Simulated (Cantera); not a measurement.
A perfectly stirred reactor is fed with NO : N2 = 1 : 2.9 (molar parts), at 0.810 bar; it is held at 1800 K, and followed from long to short residence time.

Computed with Cantera and GRI-Mech 3.0 (53 species, 325 reactions).

Task: What does this change do: temperature 1800 to 2098 K?

Result: 
```tsv
quantity	before	after
x(NO) at τ = 3.20 s	0.197	0.0441
x(N2O) at τ = 3.20 s	1.61e-5	1.24e-6
x(O2) at τ = 3.20 s	0.0293	0.106
x(N2) at τ = 3.20 s	0.773	0.850
x(NO2) at τ = 3.20 s	0.000171	4.16e-5
x(NO) at τ = 55.0 ms	0.255	0.236
x(N2O) at τ = 55.0 ms	2.62e-5	2.71e-5
x(O2) at τ = 55.0 ms	0.000663	0.0101
x(N2) at τ = 55.0 ms	0.744	0.754
x(NO2) at τ = 55.0 ms	7.18e-5	8.12e-5
```

Task: What does this change do: temperature 1800 to 1850 K?

Result: 
| quantity | before | after |
|---|---|---|
| x(NO) at τ = 3.20 s | 0.197 | 0.174 |
| x(N2O) at τ = 3.20 s | 1.61e-5 | 1.28e-5 |
| x(O2) at τ = 3.20 s | 0.0293 | 0.0411 |
| x(N2) at τ = 3.20 s | 0.773 | 0.785 |
| x(NO2) at τ = 3.20 s | 0.000171 | 0.000160 |
| x(NO) at τ = 55.0 ms | 0.255 | 0.254 |
| x(N2O) at τ = 55.0 ms | 2.62e-5 | 2.72e-5 |
| x(O2) at τ = 55.0 ms | 0.000663 | 0.00108 |
| x(N2) at τ = 55.0 ms | 0.744 | 0.745 |
| x(NO2) at τ = 55.0 ms | 7.18e-5 | 7.18e-5 |
